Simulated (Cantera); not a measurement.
# Premixed flame

A freely propagating, adiabatic, planar premixed flame of 4.88 % CH₄, 4.29 % C₂H₆, 19.1 % O₂, 71.7 % N₂, equivalence ratio 1.3, unburnt at 523 K and 900000 Pa; mixture-averaged transport, grid criteria slope 0.08 and curve 0.16, no radiation.

Detailed kinetics in Cantera: GRI-Mech 3.0 (53 species, 325 reactions). Burning velocities carry a grid error of a few per cent, more on coarse grids.

| z (mm) | T (K) | u (m/s) | x CH₄ | x C₂H₆ | x O₂ | x OH | x NO | x C₂H₂ |
|---|---|---|---|---|---|---|---|---|
| -0.227 | 524 | 0.409 | 0.0487 | 0.0428 | 0.190 | <1e-8 | <1e-8 | 1.33e-7 |
| -0.151 | 529 | 0.415 | 0.0483 | 0.0427 | 0.189 | <1e-8 | <1e-8 | 1.95e-6 |
| -0.114 | 549 | 0.433 | 0.0474 | 0.0422 | 0.187 | <1e-8 | 2.33e-8 | 1.28e-5 |
| -0.0757 | 668 | 0.534 | 0.0438 | 0.0399 | 0.175 | <1e-8 | 2.41e-7 | 0.000110 |
| -0.0379 | 1147 | 0.943 | 0.0309 | 0.0247 | 0.125 | 4.45e-6 | 4.53e-6 | 0.000777 |
| -0.0189 | 1560 | 1.31 | 0.0192 | 0.00808 | 0.0777 | 9.32e-5 | 1.33e-5 | 0.00171 |
| 0 | 1929 | 1.64 | 0.00733 | 0.000409 | 0.0334 | 0.000592 | 2.55e-5 | 0.00267 |
| 0.0189 | 2115 | 1.80 | 0.00166 | 7.64e-6 | 0.0109 | 0.00137 | 4.47e-5 | 0.00142 |
| 0.0379 | 2180 | 1.85 | 0.000370 | 3.61e-7 | 0.00331 | 0.00167 | 6.41e-5 | 0.000469 |
| 0.0757 | 2215 | 1.87 | 3.63e-5 | <1e-8 | 0.000449 | 0.00148 | 8.66e-5 | 6.70e-5 |
| 0.151 | 2233 | 1.88 | 2.37e-6 | <1e-8 | 6.62e-5 | 0.000991 | 0.000102 | 5.52e-6 |
| 0.303 | 2243 | 1.89 | 2.00e-7 | <1e-8 | 2.01e-5 | 0.000596 | 0.000109 | 4.45e-7 |
| 0.606 | 2248 | 1.90 | 1.83e-8 | <1e-8 | 7.79e-6 | 0.000387 | 0.000112 | 3.32e-8 |
x: mole fraction of selected species; z is measured from the peak of heat release.

```
Quantity                      Value
------------------------  ---------
laminar burning velocity  40.8 cm/s
thermal thickness         0.0757 mm
peak x(OH)                  0.00168
peak x(C₂H₂)                0.00268
grid points                     159
```
